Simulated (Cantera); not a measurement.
# Si2H6 + Cl2 + H2 (silicon epitaxy and polysilicon growth)

Input: 1 mol Si2H6, 0.0087 mol Cl2, 380 mol H2, held at 0.470 bar.

Method: chemical equilibrium by Gibbs-energy minimisation in Cantera with the NASA 1993 tables (ideal gas, pure condensed phases). Candidate condensed phases: Si; 19 gas species. The feed counts by its element totals alone. Gases not in the tables: Si2H6 and higher silanes. Kinetics and transport are ignored.

From 848 K to 1648 K the condensed part is Si(s). At 1748 K the condensed part is Si(l). The main Si-bearing gas is SiH2Cl2 at 848 K and SiH2 at 1748 K.

```tsv
T (K)	log p H2	log p H	log p HCl	log p SiH2	log p Si	log p SiH	log p SiH4	n Si(s)	n Si(l)
848	-0.33	-10.88	-4.69	<-12	<-12	<-12	-7.26	2.00	0
948	-0.33	-9.44	-4.67	-11.05	<-12	<-12	-7.11	2.00	0
1048	-0.33	-8.28	-4.67	-9.78	<-12	<-12	-6.99	2.00	0
1148	-0.33	-7.31	-4.67	-8.73	<-12	-11.58	-6.89	2.00	0
1248	-0.33	-6.49	-4.67	-7.85	-11.11	-10.23	-6.81	2.00	0
1348	-0.33	-5.80	-4.67	-7.10	-9.73	-9.08	-6.73	2.00	0
1448	-0.33	-5.20	-4.67	-6.45	-8.53	-8.10	-6.67	2.00	0
1548	-0.33	-4.68	-4.67	-5.89	-7.50	-7.24	-6.62	2.00	0
1648	-0.33	-4.21	-4.67	-5.40	-6.59	-6.49	-6.57	2.00	0
1748	-0.33	-3.81	-4.67	-5.02	-5.84	-5.88	-6.58	0	1.99
```
log p: log10 of the partial pressure in bar; n: condensed amount in mol.
